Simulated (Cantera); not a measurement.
A closed system holds: 1 mol Si3N4, 3.2 mol O2, 1.4 mol N2, 0.99 mol Cl2, held at 1400 K.

Cantera equilibrium calculation (NASA polynomials, part measured and part estimated; ideal gas, pure solids and liquids). Candidate condensed phases: Si, SiO2, Si2N2O, Si3N4; 23 gas species. The tables hold silica as quartz up to 1696 K and as liquid above; real silica turns to tridymite and cristobalite and melts near 1996 K. The numbers say what is thermodynamically allowed, not how fast it happens.

x: gas mole fraction; n: condensed amount in mol.

| P (Pa) | x N2 | x Cl | x Cl2 | x O2 | n SiO2(β-quartz) |
|---|---|---|---|---|---|
| 1 | 0.610 | 0.352 | 0.00154 | 0.0357 | 3.00 |
| 6.80 | 0.615 | 0.339 | 0.00967 | 0.0360 | 3.00 |
| 46 | 0.637 | 0.281 | 0.0449 | 0.0373 | 3.00 |
| 320 | 0.678 | (withheld) | (withheld) | 0.0397 | 3.00 |
| 2200 | 0.712 | (withheld) | (withheld) | 0.0417 | 3.00 |
| 15000 | 0.729 | 0.0325 | 0.196 | 0.0427 | 3.00 |
| 100000 | 0.736 | 0.0130 | 0.208 | 0.0431 | 3.00 |

Q: What belongs in the gaps?

A: 
- 2200, x Cl: 0.0785
- 2200, x Cl2: 0.168
- 320, x Cl: 0.169
- 320, x Cl2: 0.113
